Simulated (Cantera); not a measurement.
A perfectly stirred reactor is fed with H₂ : O₂ = 0.027 : 1 (molar parts), at 230 Pa; it is held at 1423 K, and followed from long to short residence time.

Cantera simulation using the H2/O2 subset of GRI-Mech 3.0, which has no nitrogen chemistry; the numbers are that mechanism's predictions, not measurements. Radical loss at walls, strong at low pressure, is not modelled.

Task: What does this change do: temperature 1423 to 1250 K?

Result: 
```tsv
quantity	before	after
x(H₂) at τ = 1.50 s	0.000235	0.000242
x(O₂) at τ = 1.50 s	0.954	0.957
x(H) at τ = 1.50 s	0.00128	0.00143
x(HO₂) at τ = 1.50 s	1.55e-7	2.72e-7
x(O) at τ = 1.50 s	0.0174	0.0144
x(H₂) at τ = 58.0 ms	0.000824	0.00129
x(O₂) at τ = 58.0 ms	0.950	0.952
x(H) at τ = 58.0 ms	0.00188	0.00282
x(HO₂) at τ = 58.0 ms	1.80e-7	3.45e-7
x(O) at τ = 58.0 ms	0.0204	0.0187
```

Task: What does this change do: H2 0.027 to 0.054 parts?

Result: 
| quantity | before | after |
|---|---|---|
| x(H₂) at τ = 1.50 s | 0.000235 | 0.000666 |
| x(O₂) at τ = 1.50 s | 0.954 | 0.918 |
| x(H) at τ = 1.50 s | 0.00128 | 0.00340 |
| x(HO₂) at τ = 1.50 s | 1.55e-7 | 2.81e-7 |
| x(O) at τ = 1.50 s | 0.0174 | 0.0261 |
| x(H₂) at τ = 58.0 ms | 0.000824 | 0.00153 |
| x(O₂) at τ = 58.0 ms | 0.950 | 0.906 |
| x(H) at τ = 58.0 ms | 0.00188 | 0.00599 |
| x(HO₂) at τ = 58.0 ms | 1.80e-7 | 3.21e-7 |
| x(O) at τ = 58.0 ms | 0.0204 | 0.0362 |
The temperature is held fixed by assumption; the heat of reaction is taken as removed at once.
